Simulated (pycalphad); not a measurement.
An equivalent pycalphad script:

```python
from pycalphad import Database, equilibrium, calculate, variables as v
import numpy as np
db = Database('COST507.tdb')
comps = ['SI', 'FE', 'VA']
phases = ['BCC_B2', 'DIAMOND_A4', 'FCC_A1', 'FE2SI', 'FE5SI3', 'FESI', 'FESI2_H', 'FESI2_L', 'LIQUID']
eq = equilibrium(db, comps, phases, {v.X('FE'): 0.7665, v.T: np.arange(2250, 499, -50), v.P: 101325, v.N: 1}, output=['HM', 'SM'])
```

Computed with pycalphad from the COST 507 light-alloy database (1999), at 1 atm. The data set is of 1999 and partly superseded. Phase fractions are per mole of atoms. Kinetics are ignored, which matters at the lower temperatures.

Results at three of the temperatures:

```
T = 2150.00 K, P = 101325 Pa, N = 1 mol of atoms
G = -161817 J/mol, H = 60454 J/mol, S = 103.38 J/(mol K)  (SER reference)
chemical potentials (J/mol): Si -188571, Fe -153667
phase             fraction      x(Si)      x(Fe)
LIQUID              1.0000     0.2335     0.7665
```

```
T = 2100.00 K, P = 101325 Pa, N = 1 mol of atoms
G = -156673 J/mol, H = 58374 J/mol, S = 102.40 J/(mol K)  (SER reference)
chemical potentials (J/mol): Si -184128, Fe -148309
phase             fraction      x(Si)      x(Fe)
LIQUID              1.0000     0.2335     0.7665
```

```
T = 650.00 K, P = 101325 Pa, N = 1 mol of atoms
G = -43671 J/mol, H = -13386 J/mol, S = 46.59 J/(mol K)  (SER reference)
chemical potentials (J/mol): Si -81951, Fe -32009
phase             fraction      x(Si)      x(Fe)
BCC_B2              1.0000     0.2335     0.7665
```

Changes of the phase set, refined by bisection:

| T (°C) | phases above | phases below |
|---|---|---|
| 1283.3 | LIQUID | BCC_A2 + LIQUID |
| 1276 ± 1 | BCC_A2 + LIQUID | BCC_B2 + LIQUID |
| 1242.7 | BCC_B2 + LIQUID | BCC_B2 |

BCC_A2 is bcc; BCC_B2 is ordered bcc (B2).
